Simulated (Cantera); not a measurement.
Charge: 1 mol Ca(OH)₂, 0.025 mol C, 0.47 mol O₂, held at 21000 Pa.

Method: chemical equilibrium by Gibbs-energy minimisation in Cantera with the NASA 1993 tables (ideal gas, pure condensed phases). Candidate condensed phases: C, C₆H₆, C₇H₈, C₈H₁₈, Ca, CaCO₃, CaO, Ca(OH)₂, H₂O; 115 gas species. Rates play no part. All values below are at 577 °C.

Base state: H₂O 0.687, O₂ 0.306, CO₂ 0.00683 (mole fractions); condensed: CaCO₃(calcite) + CaO(s).

Problem. What changes in the equilibrium state with this change: pressure from 21000 Pa to 67000 Pa?

Solution. 
```tsv
species	before	after
H₂O	0.687	0.691
O₂	0.306	0.307
CO₂	0.00683	0.00214
CaCO₃(calcite), mol	0.0151	0.0219
CaO(s), mol	0.985	0.978
```
